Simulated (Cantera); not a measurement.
Equilibrium for thermal oxidation and active oxidation of silicon: Si + CO2 + N2

A closed system holds: 1 mol Si, 1 mol CO2, 1.1 mol N2, at 0.330 Torr.

Method: chemical equilibrium by Gibbs-energy minimisation in Cantera with the NASA 1993 tables (ideal gas, pure condensed phases). Candidate condensed phases: C, Si, SiC, SiO2, Si2N2O, Si3N4; 34 gas species. N2 is the only nitrogen source here; it is nearly inert below about 1500 K, so the nitride shown seldom forms there in practice. Mutual solubility and eutectic melting of coexisting phases are not modelled. The tables hold silica as quartz up to 1696 K and as liquid above; real silica turns to tridymite and cristobalite and melts near 1996 K. Equilibrium is a limit: real reactors are often held back by kinetics, nucleation or transport.

```json
[
 {"T (K)": "1223", "x CO": "0.566", "x N2": "0.434", "x SiO": "9.29e-6", "x Si": "<1e-12", "n SiO2(β-quartz)": "0.333", "n Si2N2O(s)": "0.333"},
 {"T (K)": "1323", "x CO": "0.566", "x N2": "0.434", "x SiO": "0.000398", "x Si": "3.53e-11", "n SiO2(β-quartz)": "0.333", "n Si2N2O(s)": "0.333"},
 {"T (K)": "1423", "x CO": "0.559", "x N2": "0.432", "x SiO": "0.00996", "x Si": "4.80e-9", "n SiO2(β-quartz)": "0.327", "n Si2N2O(s)": "0.327"},
 {"T (K)": "1523", "x CO": "0.440", "x N2": "0.393", "x SiO": "0.167", "x Si": "3.59e-7", "n SiO2(β-quartz)": "0.207", "n Si2N2O(s)": "0.207"},
 {"T (K)": "1623", "x CO": "0.323", "x N2": "0.355", "x SiO": "0.323", "x Si": "3.78e-6", "n SiO2(β-quartz)": "0", "n Si2N2O(s)": "0"},
 {"T (K)": "1723", "x CO": "0.323", "x N2": "0.355", "x SiO": "0.323", "x Si": "6.85e-6", "n SiO2(β-quartz)": "0", "n Si2N2O(s)": "0"},
 {"T (K)": "1823", "x CO": "0.323", "x N2": "0.355", "x SiO": "0.323", "x Si": "1.17e-5", "n SiO2(β-quartz)": "0", "n Si2N2O(s)": "0"},
 {"T (K)": "1923", "x CO": "0.323", "x N2": "0.355", "x SiO": "0.323", "x Si": "1.88e-5", "n SiO2(β-quartz)": "0", "n Si2N2O(s)": "0"},
 {"T (K)": "2023", "x CO": "0.323", "x N2": "0.355", "x SiO": "0.323", "x Si": "2.91e-5", "n SiO2(β-quartz)": "0", "n Si2N2O(s)": "0"},
 {"T (K)": "2123", "x CO": "0.323", "x N2": "0.355", "x SiO": "0.323", "x Si": "4.38e-5", "n SiO2(β-quartz)": "0", "n Si2N2O(s)": "0"},
 {"T (K)": "2223", "x CO": "0.323", "x N2": "0.355", "x SiO": "0.323", "x Si": "6.64e-5", "n SiO2(β-quartz)": "0", "n Si2N2O(s)": "0"}
]
```
x: gas mole fraction; n: condensed amount in mol.

From 1223 K to 1523 K the condensed part is SiO2(β-quartz) + Si2N2O(s). From 1623 K to 2223 K nothing is condensed. The main Si-bearing gas is SiO throughout.
